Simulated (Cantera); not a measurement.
Feed: 1 mol c-C4F8, 0.09 mol CH4, held at 2023 K.

Points: P (Pa) = 1, 4.2, 18, 75, 320, 1300, 5600, 24000, 100000.

Cantera's Mixture.equilibrate('TP', solver="vcs", rtol=1e-11, max_steps=5000) on the NASA tables stopped like this:

```
ERROR: FAILURE its = 5001!

*******************************************************************************
CanteraError thrown by MultiPhase::equilibrate:
VCS solver failed. Return code: -1
*******************************************************************************
```

Task: What got this run through?

Result: Several could match; the one computed here: The failure is numerical, not chemical. The same input converged with solver="gibbs", rtol=1e-10, max_steps=50000, and the result passed a check of the equilibrium conditions:
```
log10 of partial pressures in bar; condensed amounts in mol
      P/Pa         F       CF4       CF2        HF       CF3        CF     C(gr)
         1    -5.049    -8.785    -6.263    -6.324    -9.059    -7.334     3.639
       4.2    -4.492    -6.558    -5.150    -5.648    -7.389    -6.777     2.879
        18    -4.041    -4.751    -4.247    -4.882    -6.034    -6.325     2.011
        75    -3.747    -3.578    -3.660    -4.097    -5.154    -6.032     1.878
       320    -3.535    -2.728    -3.235    -3.371    -4.517    -5.820     1.988
      1300    -3.361    -2.033    -2.888    -2.721    -3.995    -5.646     2.073
      5600    -3.193    -1.360    -2.551    -2.067    -3.490    -5.478     2.124
   2.4e+04    -3.031    -0.711    -2.226    -1.427    -3.003    -5.315     2.151
     1e+05    -2.874    -0.083    -1.913    -0.803    -2.533    -5.158     2.165
```

The gas is ideal and each condensed phase is pure. The feed counts by its element totals alone. Gases not in the tables: C2F6 and larger saturated fluorocarbons.
